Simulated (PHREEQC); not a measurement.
2.2 g of hydrous ferric oxide (600 m²/g; 0.2 weak and 0.005 strong sites per Fe, Dzombak-Morel constants, diffuse double layer) in 1 kg of water with 0.005 mol/kgw of an inert sodium salt and 0.00083 mol/kgw Na2SO4, at 25 °C; the pH is set by adding NaOH or the inert anion's acid. Oxygen is held at 0.21 atm. CO2 from the air is kept out. Precipitation was switched off in this run.

The series has 13 steps of pH, from 4 to 12.

The numbers come from PHREEQC with the ion-association model, wateq4f.dat.

Q: Near which pH is half of the S sorbed, and on which side is more sorbed?

A: Near pH 6.9, with more sorbed at lower pH.

Complexes and solids missing from the database can't appear.
